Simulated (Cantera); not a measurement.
## Dilute partial oxidation

A perfectly stirred reactor is fed with 1.43 % CH3OH, 3.52 % O2, 95.1 % N2, at 10.0 bar; it is held at 1475 K, and followed from long to short residence time.

Detailed kinetics in Cantera: GRI-Mech 3.0 (53 species, 325 reactions). GRI-Mech 3.0 was tuned for natural gas; its chemistry of methanol as a main component is partial and can be far from experiment. The temperature is held fixed by assumption; the heat of reaction is taken as removed at once.

```json
[
 {"τ (s)": "1.0", "x CH3OH": "5.48e-7", "x O2": "0.0137", "x H2O": "0.0283", "x CO2": "0.0141", "x NO": "9.16e-7", "x O": "8.12e-7", "x N2O": "4.71e-7"},
 {"τ (s)": "0.27", "x CH3OH": "1.47e-6", "x O2": "0.0137", "x H2O": "0.0283", "x CO2": "0.0141", "x NO": "1.01e-6", "x O": "1.66e-6", "x N2O": "8.90e-7"},
 {"τ (s)": "0.070", "x CH3OH": "4.01e-6", "x O2": "0.0138", "x H2O": "0.0283", "x CO2": "0.0140", "x NO": "1.14e-6", "x O": "3.64e-6", "x N2O": "1.56e-6"},
 {"τ (s)": "0.018", "x CH3OH": "1.08e-5", "x O2": "0.0139", "x H2O": "0.0282", "x CO2": "0.0137", "x NO": "1.11e-6", "x O": "8.27e-6", "x N2O": "2.15e-6"},
 {"τ (s)": "0.0047", "x CH3OH": "2.73e-5", "x O2": "0.0143", "x H2O": "0.0281", "x CO2": "0.0129", "x NO": "8.34e-7", "x O": "1.84e-5", "x N2O": "2.12e-6"},
 {"τ (s)": "0.0012", "x CH3OH": "6.80e-5", "x O2": "0.0154", "x H2O": "0.0277", "x CO2": "0.0110", "x NO": "4.87e-7", "x O": "3.65e-5", "x N2O": "1.55e-6"},
 {"τ (s)": "0.00032", "x CH3OH": "0.000202", "x O2": "0.0178", "x H2O": "0.0266", "x CO2": "0.00701", "x NO": "1.80e-7", "x O": "4.56e-5", "x N2O": "7.68e-7"}
]
```
x: mole fraction; the columns are a selection and need not sum to one.
